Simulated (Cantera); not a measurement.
A closed system holds: 1 mol CH3Cl, 0.61 mol CH4, 0.68 mol H2, held at 3150 °C and 2.10 Pa.

Equilibrium computed with Cantera from the NASA thermochemical tables; the gas is ideal and each condensed phase is pure. Candidate condensed phases: C, C6H6, C7H8, C8H18; 91 gas species. Equilibrium is a limit: real reactors are often held back by kinetics, nucleation or transport.

Base state: H 0.723, C 0.170, Cl 0.106, C2 0.000363, H2 4.49e-5 (mole fractions); condensed: gas only.

**Question.** What changes in the equilibrium state with this change: pressure from 2.10 Pa to 0.210 bar?

**Answer.** 
```tsv
species	before	after
H	0.723	0.509
H2	4.49e-5	0.223
Cl	0.106	0.0972
C	0.170	0.00680
C2H2 (acetylene)	<1e-9	0.0280
C2H	1.66e-7	0.0186
HCl	9.92e-6	0.0639
C3	6.85e-6	0.0435
C5	<1e-9	0.00169
C4H2	<1e-9	0.00147
C4	<1e-9	0.000356
C2HCl	<1e-9	0.000272
```
The tables' values for CCl are old estimates; treat these amounts as uncertain.
